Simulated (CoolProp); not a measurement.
Vapour-liquid equilibrium of cyclohexane (1) + p-xylene (2) at 483.7 K; x and y are mole fractions of (1).

Model: multi-fluid Helmholtz-energy mixture model, Zhou 2014 and Zhou 2012; pair parameters Bell 2016, in CoolProp.

Question: Give the bubble pressure and the first vapour's composition at x = 0.2, 0.275, 0.425. Is there an azeotrope?

Answer: x = 0.2: 0.7434 MPa, y = 0.413; x = 0.275: 0.8276 MPa, y = 0.508; x = 0.425: 0.9891 MPa, y = 0.651. No azeotrope shows between x = 0.05 and 0.95.

Pair parameters are fitted to limited data, so mixtures are less certain than the pure fluids.
